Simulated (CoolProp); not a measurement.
A simple Rankine cycle with R124: condensing at 308.15 K, boiler at 1.6 MPa, turbine inlet 394 K, turbine efficiency 0.65, pump efficiency 0.8, no recuperator. Each further row changes one setting.

The numbers come from the reference Helmholtz-energy equation of state, de Vries 1995 in CoolProp.

```csv
case,thermal efficiency (%),net work (kJ/kg),heat in (kJ/kg),turbine exit temperature (K),volume ratio over the turbine
as stated,6.8,13.7,202,364.7,3.25
turbine inlet 414 K,6.8,15.0,221,385.8,3.19
condensing temperature 300.15 K,7.9,16.7,211,359.6,4.11
boiler pressure 1.12 MPa,4.9,10.1,207,375.3,2.20
turbine efficiency 0.55,5.7,11.5,202,367.3,3.28
```
